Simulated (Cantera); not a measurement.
A freely propagating, adiabatic, planar premixed flame of CH4 : CO : O2 : N2 = 1 : 0.89 : 2.22 : 6.67 (molar parts), unburnt at 575 K and 1.00 atm; mixture-averaged transport, grid criteria slope 0.08 and curve 0.16, no radiation.

Model: GRI-Mech 3.0 (53 species, 325 reactions), integrated in Cantera. Burning velocities carry a grid error of a few per cent, more on coarse grids.

Q: What does this change do: inlet temperature 575 to 525 K?

A: 
| quantity | before | after |
|---|---|---|
| laminar burning velocity | 189 cm/s | 162 cm/s |
| thermal thickness | 0.253 mm | 0.260 mm |
| peak x(C2H2) | 0.000110 | 0.000102 |
| peak x(CH3) | 0.00362 | 0.00342 |

Q: What does this change do: 0.89 parts CO2 added?

A: 
```tsv
quantity	before	after
laminar burning velocity	189 cm/s	129 cm/s
thermal thickness	0.253 mm	0.322 mm
peak x(C2H2)	0.000110	7.65e-5
peak x(CH3)	0.00362	0.00252
```
